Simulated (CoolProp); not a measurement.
Computed with CoolProp (reference Helmholtz-energy equation of state, Beckmüller 2019).

### Question
For n-octane, give the phase and the Z, Joule-Thomson coefficient (K/MPa), isothermal compressibility (1/MPa), Prandtl number at 28.75 °C and 14100 kPa; 85.25 °C and 14100 kPa.

### Answer
- 28.75 °C and 14100 kPa: liquid; Z 0.907, Joule-Thomson coefficient -0.436, isothermal compressibility 0.00111, Prandtl number 9.67
- 85.25 °C and 14100 kPa: liquid; Z 0.812, Joule-Thomson coefficient -0.367, isothermal compressibility 0.00164, Prandtl number 6.87

Viscosity comes from a separate model (Huber 2004). Thermal conductivity comes from a separate model (Huber 2005).
